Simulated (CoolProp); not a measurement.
Vapour-liquid equilibrium of dimethyl ether (1) + R227EA (2) at -18.55 °C; x and y are mole fractions of (1).

Model: multi-fluid Helmholtz-energy mixture model, Wu 2011 and Lemmon 2016; pair parameters Bell 2016, in CoolProp.

```csv
x,"bubble pressure, mixture model (bar)","bubble pressure, Raoult's law (bar)","y, mixture model","y, Raoult's law"
0.05,0.8827,0.9400,0.018,0.070
0.15,0.8085,0.9799,0.085,0.202
0.25,0.7588,1.020,0.208,0.323
0.35,0.7506,1.060,0.374,0.436
0.45,0.7867,1.100,0.551,0.540
0.55,0.8590,1.139,0.702,0.637
0.65,0.9544,1.179,0.815,0.727
0.75,1.060,1.219,0.893,0.811
0.85,1.166,1.259,0.947,0.890
0.95,1.269,1.299,0.985,0.965
```

The largest gap from Raoult's law is -29.2 % in bubble pressure, at x = 0.35. y crosses x between x = 0.25 and 0.35: the model has an azeotrope there.

Pair parameters are fitted to limited data, so mixtures are less certain than the pure fluids.
